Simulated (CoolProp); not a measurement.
The fluid at 398.24 K and 0.667 MPa is throttled through a valve to 0.417 MPa with no heat exchange. The same conditions are run with several fluids, on thermodynamics alone (safety and materials aside).

Computed with CoolProp (reference Helmholtz-energy equation of state of each fluid (the fluoroketone C6F12O (FK-5-1-12): McLinden 2015; C3F8 (R218): Lemmon 2006; ethane: Bücker 2006; nitrous oxide: Lemmon 2006; R1336mzz(Z): McLinden 2020)).

| fluid | temperature change (K) | final density (kg/m³) |
|---|---|---|
| the fluoroketone C6F12O (FK-5-1-12) | -3.9 | 46.3 |
| C3F8 (R218) | -1.4 | 24.5 |
| ethane | -1.3 | 3.85 |
| nitrous oxide | -1.4 | 5.61 |
| R1336mzz(Z) | -4.0 | 22.8 |
